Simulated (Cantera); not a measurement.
Charge: 1 mol SiC, 0.55 mol N2O, 81 mol N2, at 180000 Pa.

Cantera equilibrium calculation (NASA polynomials, part measured and part estimated; ideal gas, pure solids and liquids). Candidate condensed phases: C, Si, SiC, SiO2, Si2N2O, Si3N4; 34 gas species. Mutual solubility and eutectic melting of coexisting phases are not modelled. Rates play no part.

x: gas mole fraction; n: condensed amount in mol.

```json
[
 {"T (°C)": "1077", "x N2": "0.999", "x CO": "0.000617", "x SiO": "1.13e-9", "x Si": "<1e-12", "x SiN": "<1e-12", "x C2N2": "2.14e-10", "n C(graphite)": "0.950", "n Si2N2O(s)": "0.500", "n Si3N4(s)": "0", "n SiC(s)": "0"},
 {"T (°C)": "1127", "x N2": "0.999", "x CO": "0.000617", "x SiO": "4.26e-9", "x Si": "<1e-12", "x SiN": "<1e-12", "x C2N2": "5.78e-10", "n C(graphite)": "0.950", "n Si2N2O(s)": "0.500", "n Si3N4(s)": "0", "n SiC(s)": "0"},
 {"T (°C)": "1177", "x N2": "0.999", "x CO": "0.000617", "x SiO": "1.46e-8", "x Si": "<1e-12", "x SiN": "<1e-12", "x C2N2": "1.46e-9", "n C(graphite)": "0.950", "n Si2N2O(s)": "0.500", "n Si3N4(s)": "0", "n SiC(s)": "0"},
 {"T (°C)": "1227", "x N2": "0.999", "x CO": "0.000616", "x SiO": "4.58e-8", "x Si": "[?]", "x SiN": "2.79e-12", "x C2N2": "3.46e-9", "n C(graphite)": "0.950", "n Si2N2O(s)": "0.500", "n Si3N4(s)": "0", "n SiC(s)": "0"},
 {"T (°C)": "1277", "x N2": "0.999", "x CO": "0.000616", "x SiO": "1.34e-7", "x Si": "[?]", "x SiN": "2.06e-11", "x C2N2": "7.77e-9", "n C(graphite)": "0.950", "n Si2N2O(s)": "0.500", "n Si3N4(s)": "0", "n SiC(s)": "0"},
 {"T (°C)": "1327", "x N2": "0.999", "x CO": "0.000616", "x SiO": "3.64e-7", "x Si": "[?]", "x SiN": "1.34e-10", "x C2N2": "1.66e-8", "n C(graphite)": "0.950", "n Si2N2O(s)": "0.500", "n Si3N4(s)": "0", "n SiC(s)": "0"},
 {"T (°C)": "1377", "x N2": "0.999", "x CO": "0.000647", "x SiO": "9.53e-7", "x Si": "[?]", "x SiN": "7.57e-10", "x C2N2": "3.38e-8", "n C(graphite)": "0.948", "n Si2N2O(s)": "0.497", "n Si3N4(s)": "0.00169", "n SiC(s)": "0"},
 {"T (°C)": "1427", "x N2": "0.999", "x CO": "0.00130", "x SiO": "3.26e-6", "x Si": "[?]", "x SiN": "2.78e-9", "x C2N2": "6.60e-8", "n C(graphite)": "0.895", "n Si2N2O(s)": "0.444", "n Si3N4(s)": "0.0370", "n SiC(s)": "0"},
 {"T (°C)": "1477", "x N2": "0.997", "x CO": "0.00250", "x SiO": "1.04e-5", "x Si": "[?]", "x SiN": "9.50e-9", "x C2N2": "1.24e-7", "n C(graphite)": "0.797", "n Si2N2O(s)": "0.346", "n Si3N4(s)": "0.102", "n SiC(s)": "0"},
 {"T (°C)": "1527", "x N2": "0.995", "x CO": "0.00447", "x SiO": "3.25e-5", "x Si": "[?]", "x SiN": "2.88e-8", "x C2N2": "1.72e-7", "n C(graphite)": "0", "n Si2N2O(s)": "0.182", "n Si3N4(s)": "0", "n SiC(s)": "0.634"},
 {"T (°C)": "1577", "x N2": "0.995", "x CO": "0.00511", "x SiO": "8.69e-5", "x Si": "[?]", "x SiN": "9.02e-8", "x C2N2": "1.48e-7", "n C(graphite)": "0", "n Si2N2O(s)": "0.125", "n Si3N4(s)": "0.0535", "n SiC(s)": "0.582"},
 {"T (°C)": "1627", "x N2": "0.993", "x CO": "0.00650", "x SiO": "0.000225", "x Si": "[?]", "x SiN": "2.54e-7", "x C2N2": "1.42e-7", "n C(graphite)": "0", "n Si2N2O(s)": "0", "n Si3N4(s)": "0.171", "n SiC(s)": "0.468"},
 {"T (°C)": "1677", "x N2": "0.993", "x CO": "0.00630", "x SiO": "0.000428", "x Si": "[?]", "x SiN": "6.77e-7", "x C2N2": "1.36e-7", "n C(graphite)": "0", "n Si2N2O(s)": "0", "n Si3N4(s)": "0.160", "n SiC(s)": "0.485"}
]
```

Complete the blanks.


- 1227, x Si: 1.62e-12
- 1277, x Si: 1.47e-11
- 1327, x Si: 1.16e-10
- 1377, x Si: 7.85e-10
- 1427, x Si: 3.43e-9
- 1477, x Si: 1.38e-8
- 1527, x Si: 4.86e-8
- 1577, x Si: 1.76e-7
- 1627, x Si: 5.67e-7
- 1677, x Si: 1.72e-6
